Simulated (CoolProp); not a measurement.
Values from CoolProp's reference Helmholtz-energy equation of state, Guder 2009.

Task: For sulfur hexafluoride, give the phase and the conductivity (mW/(m K)), Prandtl number at 36.25 °C and 0.0102 MPa; 83.25 °C and 12.1 MPa.

Result: 
- 36.25 °C and 0.0102 MPa: gas; conductivity 13.8, Prandtl number 0.778
- 83.25 °C and 12.1 MPa: supercritical; conductivity 51.9, Prandtl number 1.93

Viscosity comes from a separate model (Quiñones-Cisneros 2012). Thermal conductivity comes from a separate model (Assael 2012).
